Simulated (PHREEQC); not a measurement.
0.088 g of hydrous ferric oxide (600 m²/g; 0.2 weak and 0.005 strong sites per Fe, Dzombak-Morel constants, diffuse double layer) in 1 kg of water with 0.01 mol/kgw of an inert sodium salt and 1.6e-06 mol/kgw ZnCl2, 1.8e-06 mol/kgw Na2HAsO4 and 4e-06 mol/kgw CuCl2, at 25 °C; the pH is set by adding NaOH or the inert anion's acid. Oxygen alone is held at its pressure in air (log pO2 = -0.68). CO2 from the air is kept out. Precipitation was switched off in this run.

Base run: PHREEQC, ion-association model, wateq4f.dat. Each further column changes one thing. The table gives Cu sorbed (%).

| pH | base | no electrostatic term (-no_edl) | background salt from 0.01 to 0.001 mol/kgw | oxide from 0.088 to 0.44 g/kgw | 0.00025 mol/kgw CuSO4 added |
|---|---|---|---|---|---|
| 3 | 0.0 | 0.0 | 0.0 | 0.1 | 0.0 |
| 4.12 | 1.5 | 2.7 | 1.2 | 7.1 | ? |
| 4.88 | 22.9 | 41.6 | 19.1 | 60.7 | 8.4 |
| 6 | 94.4 | 98.6 | 94.0 | ? | ? |
| 7.12 | 99.8 | 99.9 | 99.8 | 100.0 | 53.2 |
| 7.88 | 99.8 | 99.9 | 99.8 | 100.0 | 45.9 |
| 9 | 99.8 | 97.5 | 99.8 | 100.0 | 38.4 |

### Question
What belongs in the gaps?

### Answer

- 4.12, 0.00025 mol/kgw CuSO4 added: 1.3
- 6, oxide from 0.088 to 0.44 g/kgw: 99.3
- 6, 0.00025 mol/kgw CuSO4 added: 47.7

The database has no arsenate complexes of Cu, Zn. The database's constant for dissolved Cu(OH)2 is higher than later reviews accept. The oxide is taken as insoluble; below pH 4 it would dissolve. In at least one series the solution becomes supersaturated in solids that the run did not let form, among them Cu(OH)2, Brochantite, Antlerite.
